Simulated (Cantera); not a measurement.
Charge: 1 mol NaCl, 6 mol H2, equilibrated at 2050 K and 0.000200 bar.

Equilibrium computed with Cantera from the NASA thermochemical tables; the gas is ideal and each condensed phase is pure. Candidate condensed phases: Na, NaCl; 10 gas species. Equilibrium is a limit: real reactors are often held back by kinetics, nucleation or transport.

Task: What is the equilibrium state?

Result: 
| Property | Value |
|---|---|
| x(H2) | 0.662 |
| x(H) | 0.131 |
| x(Na) | 0.0801 |
| x(HCl) | 0.0699 |
| x(NaCl) | 0.0470 |
| x(Cl) | 0.0102 |
| x(NaH) | 6.96e-6 |
| gas amount | 7.869 mol |
| log10 activity of Na(l) (absent) | -6.59 |
